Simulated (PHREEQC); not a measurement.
0.013 g of hydrous ferric oxide (600 m²/g; 0.2 weak and 0.005 strong sites per Fe, Dzombak-Morel constants, diffuse double layer) in 1 kg of water with 0.01 mol/kgw of an inert sodium salt, at 25 °C; the pH is set by adding NaOH or the inert anion's acid. Oxygen alone is held at its pressure in air (log pO2 = -0.68). CO2 from the air is kept out. Nothing may precipitate in this run.

Equilibrium calculation in PHREEQC: ion-association model, wateq4f.dat.

```csv
pH,surface charge σ (C/m²),surface potential ψ (mV)
3,0.324,203
3.67,0.255,193
4.33,0.178,175
5,0.113,152
5.67,0.066,125
6.33,0.036,95
7,0.017,61
7.67,0.006,24
8.33,-0.003,-12
9,-0.013,-49
9.67,-0.029,-84
10.33,-0.055,-115
11,-0.099,-143
```

Species that the database lacks are ignored. The oxide is taken as insoluble; below pH 4 it would dissolve.
